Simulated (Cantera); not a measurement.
A closed system holds: 1 mol MgCO3, 3.8 mol CO2, 0.45 mol H2, equilibrated at 1927 °C and 0.0100 bar.

These are equilibrium values from Cantera (NASA tables, ideal gas, pure condensed phases), not measurements of a reactor. Candidate condensed phases: C, C6H6, C7H8, C8H18, H2O, Mg, MgCO3, MgO, Mg(OH)2; 116 gas species. Rates play no part.

Base state: CO2 0.674, CO 0.183, H2O 0.0704, O2 0.0492, OH 0.00920, O 0.00600, H2 0.00362, H 0.00339 (mole fractions); condensed: MgO(s).

### Question
What changes in the equilibrium state with this change: temperature from 1927 °C to 1675 °C?

### Answer
| species | before | after |
|---|---|---|
| CO2 | 0.674 | 0.814 |
| CO | 0.183 | 0.0945 |
| H2O | 0.0704 | 0.0818 |
| O2 | 0.0492 | 0.00531 |
| Mg | 0.00104 | 1.87e-5 |
| MgO | 7.33e-5 | 7.22e-7 |
| MgOH | 5.65e-5 | 2.33e-6 |
| O | 0.00600 | 0.000324 |
| MgO(s), mol | 0.993 | 1.000 |
